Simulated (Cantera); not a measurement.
Input (Python, Cantera) and output of one run.

```python
import numpy as np
import cantera as ct

gas_names = """
    H HO2 H2 H2O H2O2 H2S H2SO4 O OH O2 O3 S SH SO SO2 SO3 S2 S2O S8
""".split()
cond_names = """
    H2O(s) H2O(L) H2SO4(L) S(cr1) S(cr2) S(L)
""".split()


# ... load() reads the species with a 1 bar reference pressure and builds the phases ...
atoms = {
    'H2S': {'H': 2, 'S': 1},
    'SO2': {'S': 1, 'O': 2},
    'O2': {'O': 2},
}
top_T = {}  # K; cautious upper limits of use, not melting points


# ... equilibrate(T, P, feed) seeds the gas with the atoms and calls Mixture.equilibrate('TP', solver="vcs", rtol=1e-11, max_steps=5000) ...
results = []
feed = {'H2S': 1, 'SO2': 0.3, 'O2': 0.15}  # mol
P = 25000  # Pa
for T in [775, 925, 1075, 1225, 1375, 1525, 1675, 1825, 1975, 2125, 2275, 2425, 2575, 2725]:
    mix = equilibrate(T, P, feed)
    results.append((T, P, feed, dict(zip(mix.species_names, mix.species_moles))))

top = {s: max(r[3][s] / sum(r[3][g] for g in gas_names) for r in results) for s in gas_names}
cols = sorted((s for s in top if top[s] > 0.001), key=lambda s: -top[s])[:8]
seen = [c for c in cond_names if any(r[3].get(c, 0) > 1e-12 for r in results)]
print("log10 of partial pressures in bar; condensed amounts in mol")
print(f"{'T/K':>10s}" + "".join(f"{s[:9]:>10s}" for s in cols + seen))
for T, P, feed, n in results:
    ng = sum(n[g] for g in gas_names)
    print(f"{T:10.4g}" + "".join(f"{np.log10(max(n[s] / ng * P / 1e5, 1e-99)):10.3f}" for s in cols)
          + "".join(f"{n.get(c, 0):10.4g}" for c in seen))
```

It prints:

```
log10 of partial pressures in bar; condensed amounts in mol
       T/K       H2O        S2        H2       H2S        SO       SO2         S         H
       775    -0.959    -1.348    -4.003    -1.188    -7.180    -1.634   -12.104   -14.005
       925    -0.968    -1.167    -3.199    -1.269    -5.853    -1.731    -9.658   -11.184
      1075    -0.945    -1.133    -2.592    -1.354    -4.934    -1.826    -7.939    -9.130
      1225    -0.939    -1.112    -2.152    -1.440    -4.231    -1.877    -6.641    -7.582
      1375    -0.948    -1.101    -1.839    -1.542    -3.663    -1.876    -5.628    -6.385
      1525    -0.969    -1.097    -1.621    -1.661    -3.188    -1.835    -4.815    -5.437
      1675    -1.001    -1.102    -1.468    -1.789    -2.789    -1.777    -4.151    -4.669
      1825    -1.041    -1.115    -1.359    -1.918    -2.454    -1.722    -3.600    -4.036
      1975    -1.088    -1.137    -1.278    -2.046    -2.176    -1.681    -3.138    -3.503
      2125    -1.142    -1.168    -1.219    -2.171    -1.946    -1.658    -2.747    -3.050
      2275    -1.204    -1.211    -1.178    -2.297    -1.760    -1.656    -2.415    -2.660
      2425    -1.274    -1.269    -1.152    -2.429    -1.612    -1.674    -2.134    -2.323
      2575    -1.354    -1.346    -1.142    -2.572    -1.499    -1.712    -1.898    -2.032
      2725    -1.446    -1.448    -1.151    -2.732    -1.418    -1.770    -1.706    -1.780
```

Equilibrium computed with Cantera from the NASA thermochemical tables; the gas is ideal and each condensed phase is pure. Gases not in the tables: S3 to S7.
